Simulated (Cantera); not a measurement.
Charge: 1 mol Fe₃O₄, 0.029 mol H₂O, 0.52 mol O₂, held at 1248.15 K and 2800 Pa.

These are equilibrium values from Cantera (NASA tables, ideal gas, pure condensed phases), not measurements of a reactor. Candidate condensed phases: Fe, FeO, Fe(OH)₂, Fe(OH)₃, Fe₂O₃, Fe₃O₄, H₂O; 12 gas species. Equilibrium is a limit: real reactors are often held back by kinetics, nucleation or transport.

**Question.** What is the equilibrium state?

**Answer.** 
```json
{
 "x(O₂)": "0.903",
 "x(H₂O)": "0.0970",
 "x(OH)": "1.95e-5",
 "n(Fe₂O₃(s))": "1.50 mol",
 "gas_amount": "0.2990 mol",
 "log10 activity of Fe(γ) (absent)": "-9.27",
 "log10 activity of Fe(OH)₂(s) (absent)": "-9.93",
 "log10 activity of Fe(OH)₃(s) (absent)": "-12.70"
}
```
